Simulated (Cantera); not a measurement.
Input: 1 mol CaF₂, a varied amount of H₂, held at 1802 °C and 0.100 bar.

These are equilibrium values from Cantera (NASA tables, ideal gas, pure condensed phases), not measurements of a reactor. Candidate condensed phases: Ca, CaF₂; 15 gas species. Kinetics and transport are ignored.

Which condensed phases are stable at each of these points (n(H₂) (mol)): 1.1, 2.6, 6.1, 15, 35, 83, 200, 470?


```tsv
n(H₂) (mol)	condensed phases	Ca condensed (%)
1.1	CaF₂(l)	88.9
2.6	CaF₂(l)	73.9
6.1	CaF₂(l)	38.7
15	gas only	0.0
35	gas only	0.0
83	gas only	0.0
200	gas only	0.0
470	gas only	0.0
```

From 1.1 mol H₂ to 6.1 mol H₂ the condensed part is CaF₂(l). From 15 mol H₂ to 470 mol H₂ nothing is condensed.
